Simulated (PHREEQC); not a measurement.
Consider water at 16 °C with 2 mmol/kgw SrBr2. Closed to the air; pH follows from the charge balance.

Equilibrium calculation in PHREEQC: ion-association model, phreeqc.dat.

Each row changes one thing in this solution. No solid was allowed to form.

| case | pH | ionic strength (mol/kgw) | SrOH+ (mol/kgw) |
|---|---|---|---|
| as made | 7.15 | 0.00600 | 1.14e-9 |
| temperature from 16 to 80 °C | 6.29 | 0.00600 | 1.54e-10 |
| diluted 5-fold with water | 7.15 | 0.00120 | 2.60e-10 |
| 0.00095 mol/kgw Na2S added | 11.23 | 0.00789 | 1.33e-5 |
| SrBr2 from 0.002 to 0.0004 mol/kgw | 7.15 | 0.00120 | 2.60e-10 |
| SrBr2 from 0.002 to 0.02 mol/kgw | 7.12 | 0.0600 | 7.61e-9 |
| temperature from 16 to 70 °C | 6.39 | 0.00600 | 1.96e-10 |

Away from 25 °C the constants follow the database's enthalpies or fits; those with neither stay at their 25 °C values.
